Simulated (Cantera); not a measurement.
Input: 1 mol Pb, 9.9 mol CO, 9.7 mol H2, equilibrated at 1398 K and 5.30 mbar.

Cantera equilibrium calculation (NASA polynomials, part measured and part estimated; ideal gas, pure solids and liquids). Candidate condensed phases: C, C6H6, C7H8, C8H18, H2O, Pb, PbO, PbO2, Pb3O4; 113 gas species. The numbers say what is thermodynamically allowed, not how fast it happens.

Question: What is the equilibrium state?

Answer: 
```json
{
  "x(CO)": "0.481",
  "x(H2)": "0.471",
  "x(Pb)": "0.0485",
  "x(H)": "4.46e-5",
  "x(CH4)": "4.90e-6",
  "x(H2O)": "4.76e-6",
  "x(CO2)": "2.25e-6",
  "x(C2H2 (acetylene))": "1.05e-6",
  "gas_amount": "20.60 mol",
  "log10 activity of C(graphite) (absent)": "-0.02",
  "log10 activity of Pb(l) (absent)": "-1.52"
}
```
